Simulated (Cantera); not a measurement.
## Aluminium nitride and oxide growth: AlCl₃ + O₂ + H₂

Input: 1 mol AlCl₃, 2 mol O₂, 3 mol H₂, at 1.80 mbar.

Equilibrium computed with Cantera from the NASA thermochemical tables; the gas is ideal and each condensed phase is pure. Candidate condensed phases: Al, AlCl₃, Al₂O₃, H₂O; 29 gas species. Kinetics and transport are ignored.

```tsv
T (K)	x HCl	x H₂O	x Cl	x O₂	x OH	x H₂	x H	n Al₂O₃(s)
1225	0.591	0.304	0.00538	0.0979	2.92e-5	4.84e-7	5.11e-9	0.500
1300	0.588	0.305	0.00914	0.0970	7.34e-5	2.00e-6	3.69e-8	0.500
1375	0.582	0.307	0.0146	0.0956	0.000167	7.15e-6	2.16e-7	0.500
1450	0.574	0.310	0.0219	0.0936	0.000348	2.26e-5	1.06e-6	0.500
1525	0.563	0.313	0.0314	0.0910	0.000676	6.43e-5	4.47e-6	0.500
1600	0.550	0.318	0.0430	0.0877	0.00123	0.000168	1.66e-5	0.500
1675	0.534	0.323	0.0567	0.0838	0.00212	0.000405	5.51e-5	0.500
1750	0.516	0.328	0.0721	0.0793	0.00348	0.000915	0.000166	0.500
1825	0.496	0.332	0.0890	0.0744	0.00546	0.00195	0.000458	0.500
1900	0.473	0.335	0.107	0.0692	0.00824	0.00391	0.00117	0.500
1975	0.449	0.336	0.126	0.0642	0.0120	0.00744	0.00278	0.500
2050	0.422	0.331	0.145	0.0596	0.0168	0.0133	0.00618	0.500
2125	0.392	0.320	0.164	0.0558	0.0227	0.0224	0.0128	0.499
```
x: gas mole fraction; n: condensed amount in mol.

From 1225 K to 2125 K the condensed part is Al₂O₃(s).
